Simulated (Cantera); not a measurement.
An adiabatic, constant-volume homogeneous reactor starts with 8.69 % CH4, 0.452 % C2H6, 1.65 % C3H8, 16.0 % O2, 60.2 % N2, 13.0 % H2O, equivalence ratio 1.7, at 1598 K and 1050 Torr.

Model: GRI-Mech 3.0 (53 species, 325 reactions), integrated in Cantera. GRI-Mech 3.0 was tuned for natural gas; its chemistry of propane as a main component is partial and can be far from experiment.

**Question.** Predict: time of steepest temperature rise; temperature at 0.400 s; equilibrium temperature; x(CO2) at 0.400 s; x(HO2) at 0.400 s.

**Answer.** 
| Item | Result |
|---|---|
| time of steepest temperature rise | 67.5 µs |
| temperature at 0.400 s | 2800 K |
| equilibrium temperature | 2800 K |
| x(CO2) at 0.400 s | 0.0303 (gas-phase equilibrium 0.0303) |
| x(HO2) at 0.400 s | 8.65e-7 (gas-phase equilibrium 8.65e-7) |
